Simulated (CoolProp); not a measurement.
Values from CoolProp's reference Helmholtz-energy equation of state, de Reuck 1993.

Task: Give the vapour pressure (bar), vapour density (kg/m³), liquid viscosity (µPa s), liquid conductivity (mW/(m K)) of saturated methanol at 316.9, 334.7 K.

Result: 
```csv
T (K),p (bar),vapour density (kg/m³),liquid viscosity (µPa s),liquid conductivity (mW/(m K))
316.9,0.422,0.532,420,197
334.7,0.902,1.09,337,193
```

Viscosity comes from a separate model (Xiang 2006). Thermal conductivity comes from a separate model (Sykioti 2013).
